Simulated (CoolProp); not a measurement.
Properties of R1234yf at several states (Tc = 367.8 K, pc = 3.384 MPa, ω = 0.276).

Computed with CoolProp (reference Helmholtz-energy equation of state, Lemmon 2022).

| T (K) | p (MPa) | phase | cp (kJ/(kg K)) | cv (kJ/(kg K)) | expansivity (1/kK) | viscosity (µPa s) |
|---|---|---|---|---|---|---|
| 342.7 | 4.55 | liquid | 1.580 | 0.9936 | 5.329 | ? |
| 201.7 | 11 | liquid | ? | 0.7761 | ? | 638 |
| 215.5 | 10.6 | liquid | 1.144 | ? | ? | ? |
| 366.4 | 0.047 | gas | 1.017 | 0.9420 | 2.777 | 15.2 |

Question: Fill in the missing entries.

Answer: 
- 342.7, viscosity (µPa s): 93.8
- 201.7, cp (kJ/(kg K)): 1.125
- 201.7, expansivity (1/kK): 1.693
- 215.5, cv (kJ/(kg K)): 0.7939
- 215.5, expansivity (1/kK): 1.753
- 215.5, viscosity (µPa s): 504

Viscosity comes from a separate model (Bell 2016), an estimate that may be off by 10 % or more.
